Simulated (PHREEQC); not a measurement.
Hard or scaling water: speciation

Solution (5 °C): 0.00078 mol CaSO4, 0.00061 mol Na2SO4 and 5.3e-05 mol KCl per kg of water. Closed to the air; pH follows from the charge balance.

Equilibrium calculation in PHREEQC: ion-association model, phreeqc.dat.

Each row changes one thing in this solution. Precipitation was switched off in this run.

```json
[
 {"case": "as made", "pH": "7.37", "ionic strength (mol/kgw)": "0.00468", "SO4-2 (mol/kgw)": "0.00130"},
 {"case": "temperature from 5 to 20 °C", "pH": "7.10", "ionic strength (mol/kgw)": "0.00464", "SO4-2 (mol/kgw)": "0.00130"},
 {"case": "Na2SO4 left out", "pH": "7.36", "ionic strength (mol/kgw)": "0.00297", "SO4-2 (mol/kgw)": "(withheld)"},
 {"case": "temperature from 5 to 60 °C", "pH": "6.55", "ionic strength (mol/kgw)": "0.00457", "SO4-2 (mol/kgw)": "(withheld)"},
 {"case": "3.2e-05 mol/kgw Na2CO3 added", "pH": "(withheld)", "ionic strength (mol/kgw)": "0.00473", "SO4-2 (mol/kgw)": "0.00131"},
 {"case": "KCl left out", "pH": "7.37", "ionic strength (mol/kgw)": "0.00462", "SO4-2 (mol/kgw)": "0.00130"},
 {"case": "CaSO4 replaced by NH4HSO4 at the same molality", "pH": "3.16", "ionic strength (mol/kgw)": "0.00409", "SO4-2 (mol/kgw)": "0.00133"},
 {"case": "CaSO4 left out", "pH": "7.37", "ionic strength (mol/kgw)": "0.00188", "SO4-2 (mol/kgw)": "0.000607"}
]
```

Question: What belongs in the gaps?

Answer: 
- Na2SO4 left out, SO4-2 (mol/kgw): 0.000729
- temperature from 5 to 60 °C, SO4-2 (mol/kgw): 0.00128
- 3.2e-05 mol/kgw Na2CO3 added, pH: 10.00

At this temperature some constants are extrapolated from 25 °C, and those without enthalpy data are left unchanged.
